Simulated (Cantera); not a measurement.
A Cantera script and what it prints.

```python
import numpy as np
import cantera as ct

gas_names = [...]  # 113 gases of nasa_gas.yaml made of C, F, H, Si
cond_names = """
    C(gr) C6H6(L) C7H8(L) C8H18(L),n-octa Si(cr) Si(L) SiC(b)
""".split()


# ... load() reads the species with a 1 bar reference pressure and builds the phases ...
atoms = {
    'SiF4': {'Si': 1, 'F': 4},
    'C2H4': {'C': 2, 'H': 4},
    'H2': {'H': 2},
}
top_T = {'C(gr)': 4500, 'SiC(b)': 3050}  # K; cautious upper limits of use, not melting points


# ... equilibrate(T, P, feed) seeds the gas with the atoms and calls Mixture.equilibrate('TP', solver="vcs", rtol=1e-11, max_steps=5000) ...
results = []
feed = {'SiF4': 1, 'C2H4': 1.4, 'H2': 69}  # mol
T = 1075  # K
P = 1900  # Pa
mix = equilibrate(T, P, feed)
results.append((T, P, feed, dict(zip(mix.species_names, mix.species_moles))))
print(gas.report(threshold=1e-06))
for i in range(1, mix.n_phases):
    print(f"{mix.phase(i).name:16s} {mix.phase_moles(i):12.5e} mol")
```

It prints:

```
       temperature   1075 K
          pressure   1900 Pa
           density   0.00072919 kg/m^3
  mean mol. weight   3.4303 kg/kmol
   phase of matter   gas

                          1 kg             1 kmol
                     ---------------   ---------------
          enthalpy        4.2465e+05        1.4567e+06  J
   internal energy        -2.181e+06       -7.4814e+06  J
           entropy             59860        2.0534e+05  J/K
    Gibbs function       -6.3925e+07       -2.1928e+08  J
 heat capacity c_p            9197.1             31548  J/K
 heat capacity c_v            6773.2             23234  J/K

                      mass frac. Y      mole frac. X     chem. pot. / RT
                     ---------------   ---------------   ---------------
               CH4         0.0038888        0.00083148           -44.962
                HF         0.0020472          0.000351           -65.281
                H2           0.57894           0.98509           -21.667
              SiF3        0.00076872        3.0993e-05            -174.4
              SiF4           0.40789          0.013444           -228.84
             SiHF3         0.0064048        0.00025521           -185.23
            SiH2F2        4.9352e-05         2.486e-06           -141.61
     [ +106 minor]        2.5163e-06        2.5057e-07

C(gr)             2.73843e+00 mol
Si(cr)            0.00000e+00 mol
SiC(b)            1.08353e-03 mol
```

Cantera equilibrium calculation (NASA polynomials, part measured and part estimated; ideal gas, pure solids and liquids). The tables' values for SiF3 are old estimates; treat these amounts as uncertain.
